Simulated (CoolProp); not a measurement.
A closed Brayton cycle with nitrogen: compressor inlet 307.15 K and 2.6 MPa, high pressure 6.43 MPa, turbine inlet 790 K, compressor efficiency 0.89, turbine efficiency 0.9, recuperator effectiveness 0.8 (on enthalpy, no pinch check). Each further row changes one setting.

The numbers come from the reference Helmholtz-energy equation of state, Span 2000 in CoolProp.

| case | thermal efficiency (%) | net work (kJ/kg) | compressor to turbine work | compressor exit (K) | turbine exit (K) |
|---|---|---|---|---|---|
| as stated | 29.3 | 65.6 | 0.62 | 410.1 | 635.6 |
| turbine inlet 740 K | 26.7 | 54.5 | 0.66 | 410.1 | 594.0 |
| compressor inlet 317.15 K | 28.0 | 62.0 | 0.64 | [?] | 635.6 |
| high pressure 5.47 MPa | 28.7 | [?] | [?] | 389.7 | 660.9 |
| recuperator effectiveness 0.5 | 22.1 | 65.6 | 0.62 | 410.1 | 635.6 |

### Question
Some entries are withheld; supply them.

### Answer

- compressor inlet 317.15 K, compressor exit (K): 423.3
- high pressure 5.47 MPa, net work (kJ/kg): 59.0
- high pressure 5.47 MPa, compressor to turbine work: 0.59
